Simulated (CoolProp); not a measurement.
A single-stage vapour-compression cycle with R21: evaporating at 245.15 K (dew point), condensing at 315.15 K (bubble point), superheat 0 K, subcooling 5 K, compressor efficiency 0.6, no pressure losses. Each further row changes one setting.

The numbers come from the reference Helmholtz-energy equation of state, Platzer 1990 in CoolProp. This equation is an older, rougher fit; its heat capacities, sound speeds and derivatives of the liquid may be far off and weren't checked against measurements.

```csv
case,cooling COP,pressure ratio,discharge temperature (K),refrigerating effect (kJ/kg),volumetric capacity (kJ/m³)
as stated,1.72,16.7,426.9,191,184
evaporating temperature 250.15 K,1.92,12.8,415.6,194,238
condensing temperature 310.15 K,1.88,14.3,416.4,197,189
subcooling 10 K,1.76,16.7,426.9,197,189
superheat 10 K,1.70,16.7,440.6,197,182
compressor efficiency 0.5,1.43,16.7,457.5,191,184
```
